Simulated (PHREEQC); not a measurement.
A solution holds 0.056 mol/kgw CdCl2, 9e-05 mol/kgw H3BO3 and 0.00032 mol/kgw NiCl2, at 45 °C. It is in equilibrium with CO2 at log p = -1 (atm). Otherwise closed; pH follows from the charge balance.

All values are PHREEQC results (ion-association model, wateq4f.dat), not measurements.

The pH is 4.43 and the ionic strength comes out as 0.0791 mol/kgw.

```json
[
 {"species": "Cl-", "molality": "0.0642", "activity": "0.0497", "log γ": "-0.111"},
 {"species": "CdCl+", "molality": "0.0353", "activity": "0.0278", "log γ": "-0.104"},
 {"species": "Cd+2", "molality": "0.0143", "activity": "0.00550", "log γ": "-0.415"},
 {"species": "CdCl2", "molality": "0.00606", "activity": "0.00618", "log γ": "0.008"},
 {"species": "CO2", "molality": "0.00210", "activity": "0.00214", "log γ": "0.008"},
 {"species": "CdCl3-", "molality": "0.000326", "activity": "0.000257", "log γ": "-0.104"},
 {"species": "Ni+2", "molality": "0.000299", "activity": "0.000115", "log γ": "-0.415"},
 {"species": "H3BO3", "molality": "9.00e-5", "activity": "9.17e-5", "log γ": "0.008"},
 {"species": "H+", "molality": "4.48e-5", "activity": "3.72e-5", "log γ": "-0.081"},
 {"species": "HCO3-", "molality": "3.71e-5", "activity": "2.95e-5", "log γ": "-0.099"},
 {"species": "NiCl+", "molality": "1.82e-5", "activity": "1.44e-5", "log γ": "-0.104"}
]
```

Precipitation was switched off in this run. Species that the database lacks are ignored. Away from 25 °C the constants follow the database's enthalpies or fits; those with neither stay at their 25 °C values.
